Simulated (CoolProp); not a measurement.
Vapour-liquid equilibrium of diethyl ether (1) + benzene (2) at 0.155 MPa; x and y are mole fractions of (1).

Values from CoolProp's multi-fluid Helmholtz-energy mixture model, Thol 2014 and Thol 2012; pair parameters Bell 2016.

```csv
x,bubble temperature (°C),y at the bubble point,dew temperature at overall composition x (°C),liquid density (mol/L)
0.05,90.1,0.156,93.2,10.18
0.125,84.3,0.340,91.1,10.13
0.2,79.1,0.480,88.8,10.08
0.275,74.6,0.588,86.4,10.02
0.35,70.5,0.674,83.9,9.950
0.425,66.8,0.743,81.2,9.876
0.5,63.5,0.799,78.3,9.798
0.575,60.4,0.846,75.1,9.717
0.65,57.6,0.885,71.7,9.632
0.725,55.0,0.917,67.8,9.543
0.8,52.6,0.945,63.4,9.452
0.875,50.4,0.968,58.3,9.358
0.95,48.3,0.988,52.1,9.262
```

No azeotrope shows between x = 0.05 and 0.95.

The pair parameters rest on a limited set of measurements; away from them the model extrapolates.
